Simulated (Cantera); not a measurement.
## Thermodynamics of tantalum, niobium, vanadium and zirconium in process gases, feed Ta + CH4

A closed system holds: 1 mol Ta, 0.23 mol CH4, at 2075 K.

Cantera equilibrium calculation (NASA polynomials, part measured and part estimated; ideal gas, pure solids and liquids). Candidate condensed phases: C, C6H6, C7H8, C8H18, Ta, TaC; 77 gas species. Mutual solubility and eutectic melting of coexisting phases are not modelled. TaC: taken at fixed stoichiometry. Condensed phases not in the tables: Ta2C, N, O or C dissolved in the metal. Kinetics and transport are ignored.

From 0.100 Pa to 10.0 bar the condensed part is Ta(s) + TaC(s).

| P (Pa) | x H2 | x H | x CH4 | x Ta | n Ta(s) | n TaC(s) |
|---|---|---|---|---|---|---|
| 0.100 | 0.111 | 0.889 | <1e-12 | 4.70e-7 | 0.770 | 0.230 |
| 2.50 | 0.591 | 0.409 | <1e-12 | 1.88e-8 | 0.770 | 0.230 |
| 63 | 0.899 | 0.101 | 5.27e-11 | 7.47e-10 | 0.770 | 0.230 |
| 1600 | 0.979 | 0.0208 | 1.59e-9 | 2.94e-11 | 0.770 | 0.230 |
| 40000 | 0.996 | 0.00420 | 4.10e-8 | 1.18e-12 | 0.770 | 0.230 |
| 1000000 | 0.999 | 0.000842 | 1.03e-6 | <1e-12 | 0.770 | 0.230 |
x: gas mole fraction; n: condensed amount in mol.
